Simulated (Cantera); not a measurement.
A perfectly stirred reactor is fed with H2 : O2 : N2 = 0.91 : 1 : 7.4 (molar parts), at 0.510 bar; it is held at 1025 K, and followed from long to short residence time.

Cantera simulation using GRI-Mech 3.0 (53 species, 325 reactions); the numbers are that mechanism's predictions, not measurements. The temperature is held fixed by assumption; the heat of reaction is taken as removed at once.

Q: What does this change do: pressure from 0.510 bar to 0.760 bar?

A: 
```csv
quantity,before,after
x(H2) at τ = 0.780 s,0.000878,0.00215
x(O2) at τ = 0.780 s,0.0619,0.0625
x(OH) at τ = 0.780 s,1.76e-5,4.60e-6
x(O) at τ = 0.780 s,1.04e-5,3.57e-6
x(H) at τ = 0.780 s,2.91e-6,1.36e-6
x(H2) at τ = 10.0 ms,0.00645,0.00854
x(O2) at τ = 10.0 ms,0.0644,0.0655
x(OH) at τ = 10.0 ms,0.000172,8.41e-5
x(O) at τ = 10.0 ms,0.000187,8.75e-5
x(H) at τ = 10.0 ms,0.000208,9.17e-5
```

Q: What does this change do: pressure from 0.510 bar to 0.280 bar?

A: 
```
quantity                before     after
--------------------  --------  --------
x(H2) at τ = 0.780 s  0.000878  0.000547
x(O2) at τ = 0.780 s    0.0619    0.0618
x(OH) at τ = 0.780 s   1.76e-5   5.41e-5
x(O) at τ = 0.780 s    1.04e-5   3.01e-5
x(H) at τ = 0.780 s    2.91e-6   9.58e-6
x(H2) at τ = 10.0 ms   0.00645   0.00595
x(O2) at τ = 10.0 ms    0.0644    0.0641
x(OH) at τ = 10.0 ms  0.000172  0.000350
x(O) at τ = 10.0 ms   0.000187  0.000448
x(H) at τ = 10.0 ms   0.000208  0.000680
```

Q: What does this change do: O2 1 to 0.67 parts?

A: 
```
quantity                before     after
--------------------  --------  --------
x(H2) at τ = 0.780 s  0.000878  0.000761
x(O2) at τ = 0.780 s    0.0619    0.0256
x(OH) at τ = 0.780 s   1.76e-5   2.34e-5
x(O) at τ = 0.780 s    1.04e-5   1.14e-5
x(H) at τ = 0.780 s    2.91e-6   7.10e-6
x(H2) at τ = 10.0 ms   0.00645   0.00669
x(O2) at τ = 10.0 ms    0.0644    0.0284
x(OH) at τ = 10.0 ms  0.000172  0.000186
x(O) at τ = 10.0 ms   0.000187  0.000195
x(H) at τ = 10.0 ms   0.000208  0.000470
```
